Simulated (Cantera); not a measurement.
What does this Cantera script print?

```python
import numpy as np
import cantera as ct

gas_names = """
    AL ALH ALI ALI3 ALN ALO ALOH ALO2 ALO2H AL2 AL2I6 AL2O AL2O2 H HALO HI HNO HNO2 HNO3 HO2 H2 H2O H2O2
    I I2 N NH NH2 NH3 NH2OH NO NO2 NO3 N2 N2H2 N2H4 N2O O OH O2 O3
""".split()
cond_names = """
    AL(cr) AL(L) ALI3(s) ALI3(L) ALN(s) AL2O3(a) AL2O3(L) H2O(s) H2O(L) I2(cr) I2(L)
""".split()


# ... load() reads the species with a 1 bar reference pressure and builds the phases ...
atoms = {
    'AlI3': {'AL': 1, 'I': 3},
    'N2': {'N': 2},
    'H2O': {'H': 2, 'O': 1},
}
top_T = {'ALN(s)': 2750}  # K; cautious upper limits of use, not melting points


# ... equilibrate(T, P, feed) seeds the gas with the atoms and calls Mixture.equilibrate('TP', solver="vcs", rtol=1e-11, max_steps=5000) ...
results = []
feed = {'AlI3': 1, 'N2': 0.83, 'H2O': 0.58}  # mol
P = 28  # Pa
for T in [1573, 1598, 1623, 1648, 1673, 1698, 1723, 1748, 1773, 1798, 1823, 1848]:
    mix = equilibrate(T, P, feed)
    results.append((T, P, feed, dict(zip(mix.species_names, mix.species_moles))))

top = {s: max(r[3][s] / sum(r[3][g] for g in gas_names) for r in results) for s in gas_names}
cols = sorted((s for s in top if top[s] > 1e-05), key=lambda s: -top[s])[:6]
seen = [c for c in cond_names if any(r[3].get(c, 0) > 1e-12 for r in results)]
print("log10 of partial pressures in bar; condensed amounts in mol")
print(f"{'T/K':>10s}" + "".join(f"{s[:9]:>10s}" for s in cols + seen))
for T, P, feed, n in results:
    ng = sum(n[g] for g in gas_names)
    print(f"{T:10.4g}" + "".join(f"{np.log10(max(n[s] / ng * P / 1e5, 1e-99)):10.3f}" for s in cols)
          + "".join(f"{n.get(c, 0):10.4g}" for c in seen))
```

Output:

```
log10 of partial pressures in bar; condensed amounts in mol
       T/K         I        N2       ALI        H2         H        HI  AL2O3(a)
      1573    -3.824    -4.277    -4.409    -4.447    -6.614    -5.664    0.1933
      1598    -3.824    -4.277    -4.409    -4.446    -6.497    -5.707    0.1933
      1623    -3.823    -4.277    -4.410    -4.446    -6.383    -5.750    0.1933
      1648    -3.823    -4.278    -4.410    -4.446    -6.273    -5.791    0.1933
      1673    -3.823    -4.278    -4.411    -4.446    -6.167    -5.831    0.1932
      1698    -3.823    -4.278    -4.413    -4.447    -6.063    -5.870    0.1932
      1723    -3.822    -4.279    -4.415    -4.448    -5.963    -5.909    0.1931
      1748    -3.822    -4.279    -4.418    -4.450    -5.866    -5.946    0.1929
      1773    -3.822    -4.280    -4.422    -4.452    -5.772    -5.983    0.1927
      1798    -3.821    -4.281    -4.427    -4.455    -5.681    -6.019    0.1923
      1823    -3.821    -4.282    -4.434    -4.459    -5.593    -6.054    0.1918
      1848    -3.820    -4.284    -4.444    -4.463    -5.507    -6.089    0.1911
```

These are equilibrium values from Cantera (NASA tables, ideal gas, pure condensed phases), not measurements of a reactor. The tables' values for AlOH are old estimates; treat these amounts as uncertain.
